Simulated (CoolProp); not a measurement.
Vapour-liquid equilibrium of toluene (1) + m-xylene (2) at 266.05 °C; x and y are mole fractions of (1).

The numbers come from the multi-fluid Helmholtz-energy mixture model, Lemmon 2006 and Zhou 2012; pair parameters Bell 2016 in CoolProp.

```csv
x,"bubble pressure, mixture model (bar)","bubble pressure, Raoult's law (bar)","y, mixture model","y, Raoult's law"
0.05,13.02,13.04,0.070,0.080
0.2,14.28,14.29,0.265,0.294
0.35,15.58,15.54,0.435,0.472
0.5,16.89,16.80,0.584,0.624
0.65,18.17,18.05,0.718,0.755
0.8,19.41,19.30,0.841,0.869
0.95,20.59,20.56,0.961,0.969
```

The largest gap from Raoult's law is +0.7 % in bubble pressure, at x = 0.65. No azeotrope shows between x = 0.05 and 0.95.

Pair parameters are fitted to limited data, so mixtures are less certain than the pure fluids.
